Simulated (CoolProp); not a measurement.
Values from CoolProp's reference Helmholtz-energy equation of state, Pan 2012.

Question: For R236FA, give the phase and the Z, cv (kJ/(kg K)), isothermal compressibility (1/MPa), conductivity (mW/(m K)) at 328.5 K and 18.8 MPa; 384.1 K and 18.8 MPa.

Answer: 
- 328.5 K and 18.8 MPa: liquid; Z 0.774, cv 0.904, isothermal compressibility 0.00305, conductivity 75.5
- 384.1 K and 18.8 MPa: liquid; Z 0.747, cv 0.982, isothermal compressibility 0.00588, conductivity 65.9

Thermal conductivity comes from a separate model (Huber 2003), an estimate that may be off by 10 % or more.
